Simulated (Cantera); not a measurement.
Input (Python, Cantera):

```python
import numpy as np
import cantera as ct

gas = ct.Solution("gri30.yaml")
gas.TPX = 1900, 101325, {'C2H4': 1, 'H2': 5}
reactor = ct.IdealGasConstPressureReactor(gas, energy="off", clone=False)
net = ct.ReactorNet([reactor])
net.rtol, net.atol = 1e-08, 1e-18
show = ['C2H4', 'H2', 'C2H', 'C2H6', 'CH2', 'H', 'CH4']
times = np.geomspace(7e-06, 40, 11)

steps = ct.SolutionArray(gas, extra=["t"])
rows = []
print(f"{'t/s':>10s}{'T/K':>9s}{'P/Pa':>11s}" + "".join(f"{s:>11s}" for s in show))
for t in times:
    while net.time < t:
        t_next = net.step()
        steps.append(gas.state, t=t_next)
    rows.append([np.interp(t, steps.t, y) for y in (steps.T, steps.P, *steps(*show).X.T)])
    print(f"{t:10.3e}{rows[-1][0]:9.1f}{rows[-1][1]:11.4g}" + "".join(f"{x:11.3e}" for x in rows[-1][2:]))
rate = np.gradient(steps.T, steps.t)
print("integrator steps:", len(steps.t))
if steps.T.max() > steps.T[0] + 200:
    print(f"time of steepest temperature rise: {steps.t[rate.argmax()]:.4e} s")
gas.TPX = 1900, 101325, {'C2H4': 1, 'H2': 5}
gas.equilibrate("TP")
print(f"equilibrium (TP): T = {gas.T:.1f} K  " + "  ".join(f"{s} {gas[s].X[0]:.3e}" for s in show))
```

Result:

```
       t/s      T/K       P/Pa       C2H4         H2        C2H       C2H6        CH2          H        CH4
 7.000e-06   1900.0  1.013e+05  1.628e-01  8.339e-01  1.788e-09  1.402e-06  2.438e-08  3.465e-05  9.922e-07
 3.317e-05   1900.0  1.013e+05  1.423e-01  8.366e-01  4.589e-08  1.107e-05  9.574e-08  1.421e-04  5.153e-05
 1.572e-04   1900.0  1.013e+05  5.706e-02  8.484e-01  3.386e-07  8.065e-06  6.446e-08  2.350e-04  4.956e-04
 7.451e-04   1900.0  1.013e+05  1.536e-03  8.557e-01  1.459e-06  3.812e-07  1.882e-08  6.775e-04  9.191e-04
 3.531e-03   1900.0  1.013e+05  1.465e-03  8.552e-01  1.602e-06  3.920e-07  3.510e-08  7.447e-04  1.644e-03
 1.673e-02   1900.0  1.013e+05  1.453e-03  8.532e-01  1.581e-06  5.495e-07  8.714e-08  7.388e-04  4.611e-03
 7.930e-02   1900.0  1.013e+05  1.440e-03  8.508e-01  1.557e-06  9.637e-07  1.500e-07  7.326e-04  8.356e-03
 3.758e-01   1900.0  1.013e+05  1.440e-03  8.507e-01  1.556e-06  9.785e-07  1.517e-07  7.324e-04  8.459e-03
 1.781e+00   1900.0  1.013e+05  1.440e-03  8.507e-01  1.556e-06  9.785e-07  1.517e-07  7.324e-04  8.459e-03
 8.440e+00   1900.0  1.013e+05  1.440e-03  8.507e-01  1.556e-06  9.785e-07  1.517e-07  7.324e-04  8.459e-03
 4.000e+01   1900.0  1.013e+05  1.440e-03  8.507e-01  1.556e-06  9.785e-07  1.517e-07  7.324e-04  8.459e-03
integrator steps: 834
equilibrium (TP): T = 1900.0 K  C2H4 1.440e-03  H2 8.507e-01  C2H 1.556e-06  C2H6 9.785e-07  CH2 1.517e-07  H 7.324e-04  CH4 8.459e-03
```

Detailed kinetics in Cantera: GRI-Mech 3.0 (53 species, 325 reactions). GRI-Mech 3.0 was tuned for natural gas; its chemistry of ethylene as a main component is partial and can be far from experiment. GRI-Mech 3.0 stops at C3 and has no aromatics, soot or wall deposition, so with more carbon than oxygen in the feed, carbon stays in small species such as C2H2 where larger ones or solid carbon would form.
